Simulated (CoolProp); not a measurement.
Saturation properties of R114 (Tc = 420.6 K, pc = 3352 kPa, ω = 0.252).

Computed with CoolProp (reference Helmholtz-energy equation of state, Platzer 1990). This equation is an older, rougher fit; its heat capacities, sound speeds and derivatives of the liquid may be far off and weren't checked against measurements.

```csv
T (K),p (kPa),liquid density (kg/m³),vapour density (kg/m³),enthalpy of vaporisation (kJ/kg),surface tension (mN/m)
319.6,405.8,1386,29.33,119.1,8.56
323.6,452.3,1372,32.63,[?],8.13
327.6,502.8,1358,36.23,115.4,7.70
331.6,557.3,1344,40.16,113.5,[?]
335.6,616.2,1330,44.43,111.5,6.86
339.6,679.6,1315,49.08,109.4,6.45
343.6,[?],1300,54.14,107.3,6.04
347.6,820.7,1284,59.66,105.0,5.64
351.6,898.9,1268,65.66,102.7,[?]
355.6,982.6,1251,72.22,100.2,4.86
359.6,[?],1234,79.37,97.71,[?]
363.6,1167,1216,87.20,95.05,4.10
367.6,1268,1198,95.78,[?],3.73
371.6,1376,1178,105.2,89.32,3.36
```

Q: Fill in the missing entries.

A: 
- 323.6, enthalpy of vaporisation (kJ/kg): 117.3
- 331.6, surface tension (mN/m): 7.28
- 343.6, p (kPa): 747.7
- 351.6, surface tension (mN/m): 5.25
- 359.6, p (kPa): 1072
- 359.6, surface tension (mN/m): 4.47
- 367.6, enthalpy of vaporisation (kJ/kg): 92.25

It boils at 276.7 K under 1 atm.

Surface tension comes from a separate correlation (Mulero 2012).
